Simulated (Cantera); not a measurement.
Input (Python, Cantera) and output of one run.

```python
import numpy as np
import cantera as ct

gas_names = """
    H H2 N NH NH2 NH3 N2 N2H2 N2H4 Si SiH SiH2 SiH3 SiH4 SiN Si2 Si2N Si3
""".split()
cond_names = """
    Si(cr) Si(L) Si3N4(a)
""".split()


# ... load() reads the species with a 1 bar reference pressure and builds the phases ...
atoms = {
    'Si3N4': {'Si': 3, 'N': 4},
    'H2': {'H': 2},
}
top_T = {'Si3N4(a)': 2400}  # K; cautious upper limits of use, not melting points


# ... equilibrate(T, P, feed) seeds the gas with the atoms and calls Mixture.equilibrate('TP', solver="vcs", rtol=1e-11, max_steps=5000) ...
results = []
feed = {'Si3N4': 1, 'H2': 0.018}  # mol
T = 2975  # K
P = 1100  # Pa
mix = equilibrate(T, P, feed)
results.append((T, P, feed, dict(zip(mix.species_names, mix.species_moles))))
print(gas.report(threshold=0.001))
for i in range(1, mix.n_phases):
    print(f"{mix.phase(i).name:16s} {mix.phase_moles(i):12.5e} mol")
```

It prints:

```
       temperature   2975 K
          pressure   1100 Pa
           density   0.0012431 kg/m^3
  mean mol. weight   27.954 kg/kmol
   phase of matter   gas

                          1 kg             1 kmol
                     ---------------   ---------------
          enthalpy        1.2211e+07        3.4135e+08  J
   internal energy        1.1326e+07        3.1662e+08  J
           entropy             10039        2.8064e+05  J/K
    Gibbs function       -1.7656e+07       -4.9356e+08  J
 heat capacity c_p            1020.2             28518  J/K
 heat capacity c_v            722.74             20204  J/K

                      mass frac. Y      mole frac. X     chem. pot. / RT
                     ---------------   ---------------   ---------------
                 H        0.00025512         0.0070751           -17.947
                N2           0.39812           0.39727           -33.783
                Si           0.59403           0.59126           -10.648
               SiN         0.0032606         0.0021655            -27.54
               Si2         0.0039395         0.0019606           -21.297
     [  +13 minor]        0.00039892        0.00026331

Si(L)             0.00000e+00 mol
```

Cantera equilibrium calculation (NASA polynomials, part measured and part estimated; ideal gas, pure solids and liquids). The tables' values for SiN are old estimates; treat these amounts as uncertain.
